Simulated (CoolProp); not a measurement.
Vapour-liquid equilibrium of R134a (1) + R245fa (2) at 271.3 K; x and y are mole fractions of (1).

Computed with CoolProp (multi-fluid Helmholtz-energy mixture model, Tillner-Roth 1994 and Akasaka 2015; pair parameters Akasaka 2014).

Give the bubble pressure and the first vapour's composition at x = 0.35, 0.5, 0.65. Is there an azeotrope?

x = 0.35: 125.9 kPa, y = 0.735; x = 0.5: 158.9 kPa, y = 0.835; x = 0.65: 192.4 kPa, y = 0.902. No azeotrope shows between x = 0.05 and 0.95.

The pair parameters rest on a limited set of measurements; away from them the model extrapolates.
